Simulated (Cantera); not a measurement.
Charge: 1 mol N₂O, 0.2 mol SO₂, 47 mol N₂, at 2752 °C and 0.740 bar.

Cantera equilibrium calculation (NASA polynomials, part measured and part estimated; ideal gas, pure solids and liquids). Candidate condensed phases: S; 17 gas species. Kinetics and transport are ignored.

Base state: N₂ 0.976, O 0.00876, NO 0.00730, O₂ 0.00373, SO 0.00200, SO₂ 0.00153, S 0.000545, N 1.88e-5 (mole fractions); condensed: gas only.

Task: What changes in the equilibrium state with this change: temperature from 2752 °C to 3227 °C?

Result: 
| species | before | after |
|---|---|---|
| N₂ | 0.976 | 0.970 |
| O | 0.00876 | 0.0186 |
| NO | 0.00730 | 0.00630 |
| O₂ | 0.00373 | 0.00105 |
| SO₂ | 0.00153 | 9.41e-5 |
| N | 1.88e-5 | 0.000254 |
| S | 0.000545 | 0.00274 |

Task: What changes in the equilibrium state with this change: N₂ from 47 to 0.32 mol?

Result: 
```
species   before    after
-------  -------  -------
N₂         0.976    0.607
O₂       0.00373    0.193
SO₂      0.00153   0.0799
SO       0.00200   0.0146
O        0.00876   0.0630
NO       0.00730   0.0414
SO₃      6.94e-8  2.62e-5
NO₂      4.78e-7  1.95e-5
N        1.88e-5  1.48e-5
```

Task: What changes in the equilibrium state with this change: SO₂ from 0.2 to 0.33 mol?

Result: 
```csv
species,before,after
N₂,0.976,0.972
O,0.00876,0.00925
NO,0.00730,0.00770
SO,0.00200,0.00324
SO₂,0.00153,0.00261
S,0.000545,0.000836
O₂,0.00373,0.00417
N,1.88e-5,1.87e-5
```
